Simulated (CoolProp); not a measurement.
Toluene at 505.82 K and 0.244 MPa flows at 0.34 m/s in a round tube of 25 mm bore and 15 µm roughness, fully developed (64/Re and Nu = 3.66 if laminar; Colebrook and Gnielinski if turbulent). Each further row changes one setting.

Computed with CoolProp (reference Helmholtz-energy equation of state, Lemmon 2006). It is a short technical equation, of lower accuracy than the large ones.

| case | Reynolds number | Darcy friction factor | pressure drop (Pa/m) | heat-transfer coefficient (W/(m² K)) | mass flow (kg/h) |
|---|---|---|---|---|---|
| as stated | 4070 | 0.0403 | 0.518 | 16.5 | 3.34 |
| velocity 0.68 m/s | 8140 | 0.0335 | 1.72 | 31.2 | 6.67 |
| diameter 50 mm | 8140 | 0.0330 | 0.212 | 15.4 | 13.3 |

Viscosity comes from a separate model (Avgeri 2015). Thermal conductivity comes from a separate model (Assael 2012).
